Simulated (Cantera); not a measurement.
Feed: 1 mol SiH4, 0.11 mol HCl, 17 mol H2, held at 1048.15 K and 0.100 bar.

These are equilibrium values from Cantera (NASA tables, ideal gas, pure condensed phases), not measurements of a reactor. Candidate condensed phases: Si; 19 gas species. The tables' values for SiCl3 are old estimates; treat these amounts as uncertain. The numbers say what is thermodynamically allowed, not how fast it happens.

Base state: H2 0.995, HCl 0.00496, SiHCl3 0.000124, SiCl4 6.01e-5, SiCl2 4.60e-5, SiH2Cl2 2.89e-5, SiCl3 1.23e-5 (mole fractions); condensed: Si(s).

Task: What changes in the equilibrium state with this change: HCl from 0.11 to 1 mol?

Result: 
```csv
species,before,after
H2,0.995,0.975
HCl,0.00496,0.0152
SiCl4,6.01e-5,0.00549
SiCl3,1.23e-5,0.000363
SiHCl3,0.000124,0.00361
"Si(s), mol",0.995,0.798
```
